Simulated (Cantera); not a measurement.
A closed system holds: 1 mol CuO, 2800 mol H2, equilibrated at 1598.15 K and 203 Torr.

Cantera equilibrium calculation (NASA polynomials, part measured and part estimated; ideal gas, pure solids and liquids). Candidate condensed phases: Cu, CuO, Cu(OH)2, Cu2O, H2O; 12 gas species. Kinetics and transport are ignored.

Base state: H2 0.999, H2O 0.000357, Cu 0.000143, H 0.000103 (mole fractions); condensed: Cu(l).

Q: What changes in the equilibrium state with this change: CuO replaced by FeS?

A: 
```json
[
 {"species": "H2", "before": "0.999", "after": "1.000"},
 {"species": "H2S", "before": "0", "after": "0.000350"},
 {"species": "H", "before": "0.000103", "after": "0.000103"},
 {"species": "H2O", "before": "0.000357", "after": "0"},
 {"species": "Cu", "before": "0.000143", "after": "0"},
 {"species": "Cu(l), mol", "before": "0.598", "after": "0"},
 {"species": "Fe(γ), mol", "before": "0", "after": "0.989"}
]
```
Further candidate phases: Fe, FeS, FeS2, S.
